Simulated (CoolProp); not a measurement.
R114 along the isotherm 356.9 K: Z from the reference equation and from simpler models built on Tc = 420.6 K, pc = 3.352 MPa, ω = 0.252; each cubic takes its own stable root.

Values from CoolProp's reference Helmholtz-energy equation of state, Platzer 1990. This equation is an older, rougher fit; its heat capacities, sound speeds and derivatives of the liquid may be far off and weren't checked against measurements.

```csv
p (MPa),phase,reference,van der Waals,Redlich-Kwong,Soave-Redlich-Kwong,Peng-Robinson
0.152,gas,0.9736,0.9797,0.9749,0.9734,0.9713
0.305,gas,0.9455,0.9586,0.9487,0.9454,0.9413
0.457,gas,0.9156,0.9366,0.9214,0.9161,0.9101
0.61,gas,0.8833,0.9135,0.8925,0.8850,0.8770
0.762,gas,0.8482,0.8894,0.8622,0.8520,0.8422
0.914,gas,0.8093,0.8638,0.8298,0.8165,0.8047
1.07,liquid,0.04944,0.8359,0.7939,0.05335,0.04700
1.22,liquid,0.05629,0.8069,0.7560,0.06065,0.05345
1.37,liquid,0.06311,0.7754,0.07163,0.06791,0.05987
1.52,liquid,0.06992,0.7403,0.07916,0.07514,0.06625
1.68,liquid,0.07716,0.1223,0.08714,0.08281,0.07304
```

At some of these states van der Waals, Redlich-Kwong gives the other phase, because its saturation line lies elsewhere.
